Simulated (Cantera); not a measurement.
## MgSO4 + H2 + O2 (calcination and drying)

Charge: 1 mol MgSO4, 0.42 mol H2, 8.5 mol O2, held at 1375 K and 17.0 Pa.

These are equilibrium values from Cantera (NASA tables, ideal gas, pure condensed phases), not measurements of a reactor. Candidate condensed phases: H2O, H2SO4, Mg, MgO, Mg(OH)2, MgS, MgSO4, S; 26 gas species. Equilibrium is a limit: real reactors are often held back by kinetics, nucleation or transport.

```yaml
x(O2): 0.861
x(SO2): 0.0979
x(H2O): 0.0410
x(OH): 0.000191
x(SO3): 8.89e-5
x(O): 4.53e-5
x(H2): 1.04e-6
n(MgO(s)): 1.00 mol
gas_amount: 10.21 mol
log10 activity of S(l) (absent): -11.93
log10 activity of Mg(l) (absent): -15.17
```
